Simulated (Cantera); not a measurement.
Input: 1 mol n-butane, 0.061 mol H₂O, 57 mol H₂, held at 1302 °C and 0.100 bar.

Cantera equilibrium calculation (NASA polynomials, part measured and part estimated; ideal gas, pure solids and liquids). Candidate condensed phases: C, C₆H₆, C₇H₈, C₈H₁₈, H₂O; 110 gas species. Kinetics and transport are ignored.

Base state: H₂ 0.999, CO 0.000982, CH₄ 0.000181, H 0.000131, C₂H₂ (acetylene) 2.11e-5 (mole fractions); condensed: C(graphite).

Question: What changes in the equilibrium state with this change: temperature from 1302 °C to 2152 °C?

Answer: 
| species | before | after |
|---|---|---|
| H₂ | 0.999 | 0.937 |
| H | 0.000131 | 0.0548 |
| C₂H₂ (acetylene) | 2.11e-5 | 0.00731 |
| C₂H | <1e-9 | 2.61e-5 |
| C₄H₂ | <1e-9 | 2.35e-5 |
| CH₃ | 4.85e-7 | 1.60e-5 |
| CH₄ | 0.000181 | 1.49e-5 |
| CO | 0.000982 | 0.000955 |
| C(graphite), mol | 3.93 | 2.99 |
